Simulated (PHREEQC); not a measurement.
Solution (25 °C): 0.0063 mol/kgw NaHSO4 and 0.2 mol/kgw Na2SO4. Closed to the air; pH follows from the charge balance.

Computed with PHREEQC (ion-association model, wateq4f.dat).

| quantity | before | after |
|---|---|---|
| pH | 2.96 | 3.33 |
| ionic strength (mol/kgw) | 0.500 | 0.490 |
| Na+ (mol/kgw) | 0.352 | 0.347 |
| SO4-2 (mol/kgw) | 0.147 | 0.142 |
| NaSO4- (mol/kgw) | 0.0545 | 0.0589 |
| HSO4- (mol/kgw) | 0.00486 | 0.00567 |
| SI of Mirabilite (Na2SO4:10H2O) | -1.65 | -3.59 |

Problem. Name the change that produced these shifts.
A. Na2SO4 from 0.2 to 0.3 mol/kgw
B. diluted 5-fold with water
C. NaHSO4 replaced by NaF at the same molality
D. temperature from 25 to 70 °C
E. Na2SO4 left out

Solution. D, temperature from 25 to 70 °C

No solid was allowed to form. Constants without temperature data keep their 25 °C values here.
